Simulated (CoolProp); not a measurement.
Vapour-liquid equilibrium of R114 (1) + n-pentane (2) at 196 kPa; x and y are mole fractions of (1).

The numbers come from the multi-fluid Helmholtz-energy mixture model, Platzer 1990 and Thol 2019; pair parameters Bell 2016 in CoolProp. This equation is an older, rougher fit; its heat capacities, sound speeds and derivatives of the liquid may be far off and weren't checked against measurements.

Problem. Give the bubble temperature and the first vapour's composition at x = 0.125, 0.275, 0.575. Is there an azeotrope?

Solution. x = 0.125: 319.1 K, y = 0.354; x = 0.275: 310.9 K, y = 0.573; x = 0.575: 302.0 K, y = 0.784. No azeotrope shows between x = 0.05 and 0.95.

The pair parameters rest on a limited set of measurements; away from them the model extrapolates.
